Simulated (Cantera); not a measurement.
Feed: 1 mol SF6, 0.36 mol O2, held at 3025 K and 0.00270 bar.

Equilibrium computed with Cantera from the NASA thermochemical tables; the gas is ideal and each condensed phase is pure. Rates play no part.

| species | before | after |
|---|---|---|
| F | 0.790 | 0.845 |
| S | 0.116 | 0.136 |
| O | 0.0781 | 0.0148 |
| SO | 0.0139 | 0.00309 |
| O2 | 0.00108 | 3.91e-5 |
| SO2 | 0.000344 | 1.45e-5 |
| S2 | 0.000492 | 0.000675 |
| SF | 0.000325 | 0.000407 |
Gas species are given as mole fractions.

**Question.** Which change was made?
A. O2 from 0.36 to 0.56 mol
B. temperature from 3025 K to 3075 K
C. O2 from 0.36 to 0.064 mol
D. temperature from 3025 K to 575 K

**Answer.** C, O2 from 0.36 to 0.064 mol
